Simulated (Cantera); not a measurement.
What does this Cantera script print?

```python
import numpy as np
import cantera as ct

gas = ct.Solution("h2o2.yaml")
gas.TPX = 350, 100000, {'H2': 1, 'O2': 0.649, 'N2': 2.44, 'H2O': 0.064}
flame = ct.FreeFlame(gas, width=0.04)
flame.set_refine_criteria(ratio=3, slope=0.08, curve=0.16)
flame.transport_model = "mixture-averaged"
flame.solve(loglevel=0, auto=True)
z, T = flame.grid, flame.T
thick = (T[-1] - T[0]) / np.gradient(T, z).max()
show = ['H2', 'O2', 'OH', 'HO2', 'H2O2', 'H']
print(f"laminar burning velocity  {flame.velocity[0] * 100:.3f} cm/s")
print(f"burnt temperature         {T[-1]:.1f} K")
print(f"thermal thickness         {thick * 1e3:.4f} mm")
print(f"grid points               {len(z)}")
z0 = z[flame.heat_release_rate.argmax()]
print(f"{'z/mm':>9s}{'T/K':>9s}{'u/(m/s)':>9s}" + "".join(f"{s:>11s}" for s in show))
rows = []
for k in (-3, -2, -1.5, -1, -0.5, -0.25, 0, 0.25, 0.5, 1, 2, 4, 8):
    zz = z0 + k * thick
    rows.append([k * thick, np.interp(zz, z, T), np.interp(zz, z, flame.velocity),
                 *(np.interp(zz, z, flame.X[gas.species_index(s)]) for s in show)])
    print(f"{rows[-1][0] * 1e3:9.3f}{rows[-1][1]:9.1f}{rows[-1][2]:9.3f}" + "".join(f"{x:11.3e}" for x in rows[-1][3:]))
```

Result:

```
laminar burning velocity  191.989 cm/s
burnt temperature         2113.8 K
thermal thickness         0.3506 mm
grid points               111
     z/mm      T/K  u/(m/s)         H2         O2         OH        HO2       H2O2          H
   -1.052    350.0    1.920  2.408e-01  1.563e-01  1.203e-14  2.133e-11  3.763e-12  6.043e-16
   -0.701    350.0    1.920  2.407e-01  1.563e-01  4.245e-13  1.165e-09  2.113e-10  2.061e-14
   -0.526    350.1    1.919  2.403e-01  1.564e-01  1.942e-11  3.093e-08  5.716e-09  6.652e-13
   -0.351    350.9    1.919  2.382e-01  1.568e-01  2.767e-09  7.059e-07  1.325e-07  8.129e-11
   -0.175    390.0    2.085  2.180e-01  1.601e-01  1.057e-05  1.303e-04  2.210e-05  2.059e-06
   -0.088    671.0    3.460  1.726e-01  1.546e-01  7.721e-04  3.680e-04  8.401e-05  1.402e-03
    0.000   1092.3    5.491  1.067e-01  1.252e-01  1.899e-03  1.446e-04  1.940e-05  1.087e-02
    0.088   1391.6    6.939  5.092e-02  8.359e-02  5.615e-03  7.362e-05  5.490e-06  2.036e-02
    0.175   1560.8    7.755  2.710e-02  6.121e-02  9.052e-03  4.539e-05  3.059e-06  2.098e-02
    0.351   1728.1    8.532  1.789e-02  5.103e-02  1.158e-02  2.862e-05  1.459e-06  1.473e-02
    0.701   1873.6    9.178  1.329e-02  4.714e-02  1.190e-02  1.791e-05  7.407e-07  7.846e-03
    1.402   1985.4    9.659  8.324e-03  4.463e-02  1.048e-02  1.010e-05  4.341e-07  3.327e-03
    2.805   2057.4    9.961  4.294e-03  4.338e-02  8.026e-03  5.318e-06  2.759e-07  1.125e-03
```

Computed with Cantera and the H2/O2 subset of GRI-Mech 3.0, which has no nitrogen chemistry. Burning velocities carry a grid error of a few per cent, more on coarse grids.
